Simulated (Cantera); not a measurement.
Input: 1 mol SiF4, a varied amount of C3H8, 530 mol H2, equilibrated at 850 °C and 0.230 bar.

Cantera equilibrium calculation (NASA polynomials, part measured and part estimated; ideal gas, pure solids and liquids). Candidate condensed phases: C, C6H6, C7H8, C8H18, Si, SiC; 113 gas species. The numbers say what is thermodynamically allowed, not how fast it happens.

Problem. At 0.91 mol C3H8, list the 5 most abundant gas species with their mole fractions, and the condensed phases.

Solution. H2 0.993, CH4 0.00512, SiF4 0.00173, HF 0.000180, SiHF3 0.000124. Condensed: SiC(s).
